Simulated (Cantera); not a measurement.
A freely propagating, adiabatic, planar premixed flame of H2 : O2 : N2 : H2O = 1 : 0.312 : 0.781 : 0.36 (molar parts), equivalence ratio 1.6, unburnt at 648 K and 9.18 atm; mixture-averaged transport, grid criteria slope 0.08 and curve 0.16, no radiation.

Detailed kinetics in Cantera: the H2/O2 subset of GRI-Mech 3.0, which has no nitrogen chemistry. The hydrogen kinetics of GRI-Mech 3.0 are dated; newer H2 mechanisms differ, most at raised pressure. Burning velocities carry a grid error of a few per cent, more on coarse grids.

Problem. What does this change do: H2 1 to 0.8 parts?

Solution. 
```csv
quantity,before,after
laminar burning velocity,847 cm/s,741 cm/s
thermal thickness,0.0237 mm,0.0243 mm
peak x(H),0.0328,0.0256
peak x(H2O2),0.000200,0.000245
peak x(OH),0.0102,0.0155
```

Problem. What does this change do: H2 1 to 0.75 parts?

Solution. 
```json
[
 {"quantity": "laminar burning velocity", "before": "847 cm/s", "after": "690 cm/s"},
 {"quantity": "thermal thickness", "before": "0.0237 mm", "after": "0.0248 mm"},
 {"quantity": "peak x(H)", "before": "0.0328", "after": "0.0225"},
 {"quantity": "peak x(H2O2)", "before": "0.000200", "after": "0.000264"},
 {"quantity": "peak x(OH)", "before": "0.0102", "after": "0.0166"}
]
```

Problem. What does this change do: H2O 0.36 to 0.46 parts?

Solution. 
```
quantity                     before      after
------------------------  ---------  ---------
laminar burning velocity   847 cm/s   720 cm/s
thermal thickness         0.0237 mm  0.0242 mm
peak x(H)                    0.0328     0.0265
peak x(H2O2)               0.000200   0.000244
peak x(OH)                   0.0102    0.00877
```
